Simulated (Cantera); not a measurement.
Input: 1 mol Si₃N₄, 10 mol Cl₂, 89 mol H₂, at 133 Pa.

These are equilibrium values from Cantera (NASA tables, ideal gas, pure condensed phases), not measurements of a reactor. Candidate condensed phases: NH₄Cl, Si, Si₃N₄; 28 gas species. The tables' values for SiCl₃ are old estimates; treat these amounts as uncertain. Rates play no part. All values below are at 1150 °C.

Base state: H₂ 0.812, HCl 0.138, SiCl₂ 0.0289, N₂ 0.0198, SiCl₃ 0.000679, H 0.000164, SiCl₄ 6.31e-5, SiHCl₃ 2.89e-5 (mole fractions); condensed: gas only.

Question: What changes in the equilibrium state with this change: Cl₂ from 10 to 28 mol?

Answer: 
```csv
species,before,after
H₂,0.812,0.540
HCl,0.138,0.417
SiCl₂,0.0289,0.0225
N₂,0.0198,0.0168
SiCl₄,6.31e-5,0.000678
Cl,2.28e-5,8.46e-5
SiCl₃,0.000679,0.00196
```
